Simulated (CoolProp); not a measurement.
Properties of CH3F (R41) along the isotherm 151.85 °C.

Computed with CoolProp (reference Helmholtz-energy equation of state, Lemmon 2006). It is a short technical equation, of lower accuracy than the large ones.

```json
[
 {"p (bar)": "0.28", "phase": "gas", "Z": "0.9993", "cp (kJ/(kg K))": "1.352", "cv (kJ/(kg K))": "1.107", "isothermal compressibility (1/MPa)": "35.74", "fugacity coefficient": "0.9993"},
 {"p (bar)": "0.453", "phase": "gas", "Z": "0.9989", "cp (kJ/(kg K))": "1.352", "cv (kJ/(kg K))": "1.107", "isothermal compressibility (1/MPa)": "22.10", "fugacity coefficient": "0.9989"},
 {"p (bar)": "0.731", "phase": "gas", "Z": "0.9982", "cp (kJ/(kg K))": "1.354", "cv (kJ/(kg K))": "1.107", "isothermal compressibility (1/MPa)": "13.70", "fugacity coefficient": "0.9982"},
 {"p (bar)": "1.18", "phase": "gas", "Z": "0.9970", "cp (kJ/(kg K))": "1.356", "cv (kJ/(kg K))": "1.108", "isothermal compressibility (1/MPa)": "8.500", "fugacity coefficient": "0.9971"},
 {"p (bar)": "1.91", "phase": "gas", "Z": "0.9952", "cp (kJ/(kg K))": "1.359", "cv (kJ/(kg K))": "1.109", "isothermal compressibility (1/MPa)": "5.261", "fugacity coefficient": "0.9952"},
 {"p (bar)": "3.08", "phase": "gas", "Z": "0.9923", "cp (kJ/(kg K))": "1.364", "cv (kJ/(kg K))": "…", "isothermal compressibility (1/MPa)": "3.272", "fugacity coefficient": "0.9923"},
 {"p (bar)": "4.98", "phase": "gas", "Z": "0.9876", "cp (kJ/(kg K))": "…", "cv (kJ/(kg K))": "1.113", "isothermal compressibility (1/MPa)": "2.033", "fugacity coefficient": "0.9876"},
 {"p (bar)": "8.05", "phase": "gas", "Z": "0.9799", "cp (kJ/(kg K))": "…", "cv (kJ/(kg K))": "1.116", "isothermal compressibility (1/MPa)": "1.268", "fugacity coefficient": "0.9801"},
 {"p (bar)": "13", "phase": "gas", "Z": "0.9676", "cp (kJ/(kg K))": "1.410", "cv (kJ/(kg K))": "1.123", "isothermal compressibility (1/MPa)": "…", "fugacity coefficient": "0.9681"},
 {"p (bar)": "21", "phase": "gas", "Z": "…", "cp (kJ/(kg K))": "1.450", "cv (kJ/(kg K))": "1.133", "isothermal compressibility (1/MPa)": "0.5022", "fugacity coefficient": "0.9490"},
 {"p (bar)": "33.9", "phase": "gas", "Z": "0.9162", "cp (kJ/(kg K))": "1.521", "cv (kJ/(kg K))": "1.150", "isothermal compressibility (1/MPa)": "0.3215", "fugacity coefficient": "0.9191"},
 {"p (bar)": "54.8", "phase": "gas", "Z": "0.8661", "cp (kJ/(kg K))": "1.652", "cv (kJ/(kg K))": "1.178", "isothermal compressibility (1/MPa)": "0.2097", "fugacity coefficient": "0.8731"},
 {"p (bar)": "88.6", "phase": "supercritical", "Z": "…", "cp (kJ/(kg K))": "1.911", "cv (kJ/(kg K))": "1.222", "isothermal compressibility (1/MPa)": "0.1400", "fugacity coefficient": "0.8047"}
]
```

Q: What belongs in the gaps?

A: 
- 3.08, cv (kJ/(kg K)): 1.110
- 4.98, cp (kJ/(kg K)): 1.372
- 8.05, cp (kJ/(kg K)): 1.387
- 13, isothermal compressibility (1/MPa): 0.7949
- 21, Z: 0.9478
- 88.6, Z: 0.7896
